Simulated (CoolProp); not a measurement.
Computed with CoolProp (reference Helmholtz-energy equation of state, Gedanitz 2015).

Problem. For cyclopentane, give the phase and the cp (kJ/(kg K)), speed of sound (m/s), Joule-Thomson coefficient (K/MPa), isothermal compressibility (1/MPa) at 192.25 °C and 20500 kPa; 244.95 °C and 20500 kPa; 266.05 °C and 20500 kPa.

Solution. 
- 192.25 °C and 20500 kPa: liquid; cp 2.56, speed of sound 716, Joule-Thomson coefficient -0.122, isothermal compressibility 0.00417
- 244.95 °C and 20500 kPa: supercritical; cp 2.80, speed of sound 576, Joule-Thomson coefficient 0.0481, isothermal compressibility 0.00701
- 266.05 °C and 20500 kPa: supercritical; cp 2.89, speed of sound 527, Joule-Thomson coefficient 0.137, isothermal compressibility 0.00875
